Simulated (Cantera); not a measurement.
Input: 1 mol TiO2, 16 mol H2, 1.6 mol H2O, held at 3.60 mbar.

Cantera equilibrium calculation (NASA polynomials, part measured and part estimated; ideal gas, pure solids and liquids). Candidate condensed phases: H2O, Ti, TiO, TiO2, Ti2O3, Ti3O5, Ti4O7; 12 gas species. Mutual solubility and eutectic melting of coexisting phases are not modelled. Condensed phases not in the tables: Magnéli phases beyond Ti4O7. Kinetics and transport are ignored.

x: gas mole fraction; n: condensed amount in mol.

```
T (K)   x H2   x H2O       x H      x OH    x TiO2  n TiO2(rutile)  n Ti4O7(s)  n Ti4O7(l)
-----  -----  ------  --------  --------  --------  --------------  ----------  ----------
1225   0.909  0.0909   4.95e-6   4.51e-9    <1e-12            1.00           0           0
1325   0.909  0.0909   2.60e-5   3.79e-8    <1e-12            1.00           0           0
1425   0.909  0.0909         …         …         …            1.00           0           0
1525   0.909  0.0909  0.000376   1.17e-6  6.26e-10            1.00           0           0
1625   0.908  0.0909         …         …         …            1.00           0           0
1725   0.906  0.0908   0.00295   1.63e-5   1.73e-7           1.000           0           0
1825   0.888   0.105   0.00692   5.70e-5   1.79e-6        0.000980       0.250           0
1925   0.881   0.104    0.0150  0.000153   1.28e-5               0       0.250           0
2025   0.867   0.103    0.0299  0.000371   6.55e-5               0           0       0.250
2125   0.842   0.101    0.0555  0.000828  0.000274               0           0       0.249
```

### Question
Some entries are withheld; supply them.

### Answer

- 1425, x H: 0.000108
- 1425, x OH: 2.37e-7
- 1425, x TiO2: 2.05e-11
- 1625, x H: 0.00112
- 1625, x OH: 4.72e-6
- 1625, x TiO2: 1.24e-8
